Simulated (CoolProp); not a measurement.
2000 sccm (0 °C, 1 atm) of nitrogen bubbles through liquid octamethylcyclotetrasiloxane (D4) at 326.5 K and leaves saturated at a total pressure of 0.0203 MPa (ideal gas phase). Each further row changes one setting.

Values from CoolProp's reference Helmholtz-energy equation of state, Thol 2015.

```csv
case,vapour pressure (kPa),mole fraction of vapour,delivery (mg/min),delivery (sccm),change of delivery for a bath 1 K warmer (%)
as stated,0.878,0.0432,1200,90.4,6.3
bath temperature 331.5 K,1.17,0.0577,1620,122,6.2
total pressure 0.0406 MPa,0.878,0.0216,585,44.2,6.2
```
